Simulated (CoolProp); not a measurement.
Saturation properties of propyne.

The numbers come from the reference Helmholtz-energy equation of state, Polt 1992 in CoolProp. This equation is an older, rougher fit; its heat capacities, sound speeds and derivatives of the liquid may be far off and weren't checked against measurements.

```tsv
T (°C)	p (MPa)	vapour density (kg/m³)	enthalpy of vaporisation (kJ/kg)	surface tension (mN/m)
26.45	0.6072	11.01	463.7	___
33.55	0.7405	13.37	453.7	10.3
40.65	0.8951	16.13	442.6	9.36
47.65	___	19.31	430.6	___
54.75	1.274	___	417.2	7.60
61.85	1.506	___	402.3	6.73
68.95	___	32.66	385.9	5.89
76.05	2.064	38.75	___	5.06
83.15	2.396	45.97	347.3	___
90.25	2.765	54.59	324.5	3.48
97.35	3.176	65.05	298.7	2.73
```

Problem. Complete the blanks.

Solution. 
- 26.45, surface tension (mN/m): 11.2
- 47.65, p (MPa): 1.071
- 47.65, surface tension (mN/m): 8.48
- 54.75, vapour density (kg/m³): 23.08
- 61.85, vapour density (kg/m³): 27.49
- 68.95, p (MPa): 1.769
- 76.05, enthalpy of vaporisation (kJ/kg): 367.6
- 83.15, surface tension (mN/m): 4.26

Surface tension comes from a separate correlation (Mulero 2012).
